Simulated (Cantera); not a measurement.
Input: 1 mol SiHCl3, 2.6 mol CH4, 26 mol H2, at 1.00 bar.

Equilibrium computed with Cantera from the NASA thermochemical tables; the gas is ideal and each condensed phase is pure. Candidate condensed phases: C, C6H6, C7H8, C8H18, Si, SiC; 109 gas species. The tables' values for SiCl3 are old estimates; treat these amounts as uncertain. Kinetics and transport are ignored. All values below are at 1200 K.

Base state: H2 0.902, HCl 0.0832, CH4 0.0128, SiCl4 0.00167, SiHCl3 0.000492, SiCl3 7.63e-5, SiCl2 3.06e-5, SiH2Cl2 1.90e-5 (mole fractions); condensed: C(graphite) + SiC(s).

What changes in the equilibrium state with this change: H2 from 26 to 400 mol?


```tsv
species	before	after
H2	0.902	0.989
HCl	0.0832	0.00739
CH4	0.0128	0.00395
SiHCl3	0.000492	1.23e-6
SiCl4	0.00167	3.37e-7
SiCl3	7.63e-5	1.82e-7
C(graphite), mol	1.25	0
SiC(s), mol	0.925	0.999
```

What changes in the equilibrium state with this change: H2 from 26 to 870 mol?


```tsv
species	before	after
H2	0.902	0.995
HCl	0.0832	0.00342
CH4	0.0128	0.00183
SiCl2	3.06e-5	4.01e-7
SiCl4	0.00167	3.35e-8
SiCl3	7.63e-5	3.92e-8
C(graphite), mol	1.25	0
SiC(s), mol	0.925	0.999
```
